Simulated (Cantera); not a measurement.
# Adiabatic ignition

An adiabatic, constant-pressure homogeneous reactor starts with H2 : O2 : N2 : NO = 1 : 0.294 : 1.11 : 0.013 (molar parts), at 1750 K and 340000 Pa.

Model: GRI-Mech 3.0 (53 species, 325 reactions), integrated in Cantera. The hydrogen kinetics of GRI-Mech 3.0 are dated; newer H2 mechanisms differ, most at raised pressure. Above 3000 K some thermodynamic fits are extrapolated.

```
t (s)     T (K)   x H2     x O2     x NO    x OH    x HO2     x H
--------  -----  -----  -------  -------  ------  -------  ------
2.00e-6    1901  0.242   0.0518  0.00540  0.0117  6.79e-5  0.0976
9.71e-6    2783  0.174  0.00295  0.00568  0.0234  3.81e-6  0.0650
4.72e-5    3030  0.181  0.00137  0.00488  0.0186  2.18e-6  0.0406
0.000229   3036  0.180  0.00142  0.00350  0.0190  2.27e-6  0.0408
0.00111    3037  0.180  0.00143  0.00331  0.0191  2.28e-6  0.0409
0.00540    3037  0.180  0.00143  0.00331  0.0191  2.28e-6  0.0409
0.0262     3037  0.180  0.00143  0.00331  0.0191  2.28e-6  0.0409
0.127      3037  0.180  0.00143  0.00331  0.0191  2.28e-6  0.0409
0.618      3037  0.180  0.00143  0.00331  0.0191  2.28e-6  0.0409
3.00       3037  0.180  0.00143  0.00331  0.0191  2.28e-6  0.0409
```
x: mole fraction; the columns are a selection and need not sum to one.

```yaml
time_of_steepest_temperature_rise: 2.04 µs
temperature at 3.00 s: 3037 K
equilibrium_temperature: 3037 K
x(H2) at 3.00 s: 0.180 (gas-phase equilibrium 0.180)
x(O2) at 3.00 s: 0.00143 (gas-phase equilibrium 0.00143)
x(NO) at 3.00 s: 0.00331 (gas-phase equilibrium 0.00331)
```
